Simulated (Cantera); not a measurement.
A closed system holds: 1 mol Si, a varied amount of F₂, held at 1125 K and 31.0 mbar.

Cantera equilibrium calculation (NASA polynomials, part measured and part estimated; ideal gas, pure solids and liquids). Candidate condensed phases: Si; 9 gas species. The numbers say what is thermodynamically allowed, not how fast it happens.

Q: At 9.6 mol F₂, list the 3 most abundant gas species with their mole fractions, and the condensed phases.

A: F 0.735, F₂ 0.191, SiF₄ 0.0735. Condensed: gas only.
